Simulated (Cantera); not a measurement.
A closed system holds: 1 mol B2H6, 5.7 mol NH3, equilibrated at 7.50 Torr.

These are equilibrium values from Cantera (NASA tables, ideal gas, pure condensed phases), not measurements of a reactor. Candidate condensed phases: B, BN; 15 gas species. The feed counts by its element totals alone. The tables' values for BH2 are old estimates; treat these amounts as uncertain. Equilibrium is a limit: real reactors are often held back by kinetics, nucleation or transport. All values below are at 1948 K.

Base state: H2 0.852, N2 0.137, H 0.0104, BH2 5.77e-5 (mole fractions); condensed: BN(s).

Problem. What changes in the equilibrium state with this change: NH3 from 5.7 to 0.47 mol?

Solution. 
| species | before | after |
|---|---|---|
| H2 | 0.852 | 0.983 |
| H | 0.0104 | 0.0112 |
| N2 | 0.137 | 0.00530 |
| BH2 | 5.77e-5 | 0.000339 |
| BN(s), mol | 2.00 | 0.430 |
| B(s), mol | 0 | 1.57 |
Mutual solubility and eutectic melting of coexisting phases are not modelled.
